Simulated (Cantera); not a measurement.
Diamond growth

A diamond (100) surface in a fixed gas of H2 with x(CH4) = 0.023, x(H) = 0.0027, x(CH3) = 1.5e-05, at 1025 K; coverages are run to steady state.

Cantera simulation using the Harris–Goodwin 1993 mechanism for the reconstructed diamond (100) surface; the numbers are that mechanism's predictions, not measurements.

```json
[
 {"P (Pa)": "1000", "growth (µm/h)": "0.0542", "θ c6HH": "0.575", "θ c6H*": "0.0205", "θ c6*H": "0.391", "θ c6**": "0.0112", "θ c6HM": "0.00164"},
 {"P (Pa)": "1700", "growth (µm/h)": "0.109", "θ c6HH": "0.574", "θ c6H*": "0.0205", "θ c6*H": "0.391", "θ c6**": "0.0112", "θ c6HM": "0.00196"},
 {"P (Pa)": "2800", "growth (µm/h)": "0.201", "θ c6HH": "0.574", "θ c6H*": "0.0205", "θ c6*H": "0.391", "θ c6**": "0.0112", "θ c6HM": "0.00219"},
 {"P (Pa)": "4700", "growth (µm/h)": "0.363", "θ c6HH": "0.574", "θ c6H*": "0.0205", "θ c6*H": "0.391", "θ c6**": "0.0112", "θ c6HM": "0.00237"},
 {"P (Pa)": "7800", "growth (µm/h)": "0.632", "θ c6HH": "0.574", "θ c6H*": "0.0205", "θ c6*H": "0.391", "θ c6**": "0.0112", "θ c6HM": "0.00249"},
 {"P (Pa)": "13000", "growth (µm/h)": "1.09", "θ c6HH": "0.574", "θ c6H*": "0.0205", "θ c6*H": "0.391", "θ c6**": "0.0112", "θ c6HM": "0.00257"},
 {"P (Pa)": "21000", "growth (µm/h)": "1.79", "θ c6HH": "0.574", "θ c6H*": "0.0206", "θ c6*H": "0.391", "θ c6**": "0.0112", "θ c6HM": "0.00262"},
 {"P (Pa)": "36000", "growth (µm/h)": "3.10", "θ c6HH": "0.574", "θ c6H*": "0.0206", "θ c6*H": "0.391", "θ c6**": "0.0112", "θ c6HM": "0.00265"}
]
```
θ: site fractions in the mechanism's names (c6HH fully hydrogenated, c6H* and c6*H radical sites, c6** diradical, c6HM methylated).
